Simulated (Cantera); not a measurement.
Gas-phase reforming

An isothermal, constant-pressure homogeneous reactor starts with 77.5 % CH4, 22.5 % H2O, at 2098 K and 10.0 bar.

Cantera simulation using GRI-Mech 3.0 (53 species, 325 reactions); the numbers are that mechanism's predictions, not measurements. GRI-Mech 3.0 stops at C3 and has no aromatics, soot or wall deposition, so with more carbon than oxygen in the feed, carbon stays in small species such as C2H2 where larger ones or solid carbon would form.

```tsv
t (s)	x CH4	x H2O	x C2H4	x CO	x H2	x O	x CH2CO
0.000100	0.0815	0.126	0.00535	0.00957	0.591	5.80e-9	8.60e-5
0.000267	0.0421	0.108	0.00494	0.0210	0.635	4.82e-9	7.45e-5
0.000715	0.0292	0.0794	0.00468	0.0437	0.666	3.64e-9	5.22e-5
0.00191	0.0246	0.0416	0.00425	0.0769	0.698	1.99e-9	2.52e-5
0.00511	0.0209	0.0105	0.00385	0.105	0.725	5.23e-10	7.05e-6
0.0137	0.0196	0.000418	0.00371	0.115	0.733	2.15e-11	1.97e-6
0.0366	0.0196	6.15e-6	0.00371	0.115	0.733	<1e-12	1.77e-6
0.0978	0.0196	6.06e-6	0.00371	0.115	0.733	<1e-12	1.77e-6
0.261	0.0196	6.06e-6	0.00371	0.115	0.733	<1e-12	1.77e-6
0.699	0.0196	6.06e-6	0.00371	0.115	0.733	<1e-12	1.77e-6
1.87	0.0196	6.06e-6	0.00371	0.115	0.733	<1e-12	1.77e-6
5.00	0.0196	6.06e-6	0.00371	0.115	0.733	<1e-12	1.77e-6
```
x: mole fraction; the columns are a selection and need not sum to one.

Equilibrium at this temperature and pressure: CH4 0.0196, H2O 6.12e-6, C2H4 0.00370, CO 0.115, H2 0.733, O <1e-12, CH2CO 1.77e-6 (gas phase only).
